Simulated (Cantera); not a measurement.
Gas mixture: H₂ : H₂O = 0.86 : 0.79 (molar parts), at 1.01 bar, frozen composition.

Cantera's kinetic-theory transport with the Lennard-Jones parameters of GRI-Mech 3.0, ideal gas; thermal conductivity in the mixture-averaged form. Polar gases are described roughly by these parameters.

D: mixture-averaged diffusion coefficient of that species in the mixture.

| T (K) | ρ (kg/m³) | cp (J/kg/K) | μ (µPa s) | λ (mW/m/K) | Pr | D (cm²/s) CO₂ | D (cm²/s) H | D (cm²/s) O |
|---|---|---|---|---|---|---|---|---|
| 400 | 0.295 | 3273 | ? | 101 | 0.456 | 0.465 | 2.79 | 0.966 |
| 650 | 0.181 | 3403 | ? | 155 | 0.497 | 1.16 | 6.66 | 2.28 |
| 900 | 0.131 | 3593 | ? | 211 | 0.522 | 2.10 | 11.7 | 3.99 |
| 1150 | 0.103 | 3799 | ? | 269 | 0.540 | 3.24 | 17.8 | 6.04 |
| 1400 | 0.0842 | 4003 | ? | 327 | 0.553 | 4.56 | 24.9 | 8.41 |
| 1650 | 0.0715 | 4186 | ? | 386 | 0.564 | 6.05 | 32.8 | 11.1 |

Q: Complete the blanks.

A: 
- 400, μ (µPa s): 14.1
- 650, μ (µPa s): 22.6
- 900, μ (µPa s): 30.6
- 1150, μ (µPa s): 38.2
- 1400, μ (µPa s): 45.3
- 1650, μ (µPa s): 52.0
